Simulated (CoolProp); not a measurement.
Vapour-liquid equilibrium of CHF3 (R23) (1) + propane (2) at 0.766 MPa; x and y are mole fractions of (1).

The numbers come from the multi-fluid Helmholtz-energy mixture model, Penoncello 2003 and Lemmon 2009; pair parameters Bell 2016 in CoolProp.

| x | bubble temperature, mixture model (K) | bubble temperature, Raoult's law (K) | y, mixture model | y, Raoult's law |
|---|---|---|---|---|
| 0.05 | 270.6 | 283.1 | 0.411 | 0.211 |
| 0.125 | 253.2 | 275.0 | 0.676 | 0.427 |
| 0.2 | 244.6 | 268.4 | 0.770 | 0.572 |
| 0.275 | 240.5 | 263.0 | 0.810 | 0.674 |
| 0.35 | 238.5 | 258.5 | 0.829 | 0.750 |
| 0.425 | 237.5 | 254.5 | 0.839 | 0.807 |
| 0.5 | 237.0 | 251.0 | 0.844 | 0.852 |
| 0.575 | 236.7 | 248.0 | 0.849 | 0.888 |
| 0.65 | 236.4 | 245.2 | 0.854 | 0.917 |
| 0.725 | 236.0 | 242.8 | 0.862 | 0.941 |
| 0.8 | 235.6 | 240.5 | 0.876 | 0.961 |
| 0.875 | 235.2 | 238.4 | 0.900 | 0.977 |
| 0.95 | 235.1 | 236.5 | 0.947 | 0.992 |

The largest gap from Raoult's law is -23.8 K in bubble temperature, at x = 0.2. y crosses x between x = 0.875 and 0.95: the model has an azeotrope there.

Pair parameters are fitted to limited data, so mixtures are less certain than the pure fluids. With so large a gap from Raoult's law the liquid may split in two, which this calculation doesn't test in full.
